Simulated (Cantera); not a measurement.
Feed: 1 mol Fe3O4, 0.3 mol C, 0.25 mol N2, at 1575 °C and 0.000300 bar.

Cantera equilibrium calculation (NASA polynomials, part measured and part estimated; ideal gas, pure solids and liquids). Candidate condensed phases: C, Fe, Fe(CO)5, FeO, Fe2O3, Fe3O4; 27 gas species. The tables' stoichiometric FeO is somewhat more stable than real wüstite, so its field is too wide. FeO: taken at fixed stoichiometry. Kinetics and transport are ignored.

Base state: CO2 0.381, N2 0.327, O2 0.266, CO 0.0142, O 0.00564, NO 0.00354, FeO 0.00117, Fe 0.000810 (mole fractions); condensed: FeO(l).

### Question
What changes in the equilibrium state with this change: pressure from 0.000300 bar to 1.30 bar?

### Answer
| species | before | after |
|---|---|---|
| CO2 | 0.381 | 0.532 |
| N2 | 0.327 | 0.454 |
| CO | 0.0142 | 0.0136 |
| O2 | 0.266 | 0.000132 |
| FeO | 0.00117 | 2.69e-7 |
| Fe | 0.000810 | 1.28e-7 |
| O | 0.00564 | 1.91e-6 |
| NO | 0.00354 | 9.27e-5 |
| FeO(l), mol | 3.00 | 1.78 |
| Fe3O4(s), mol | 0 | 0.407 |
Mutual solubility and eutectic melting of coexisting phases are not modelled.
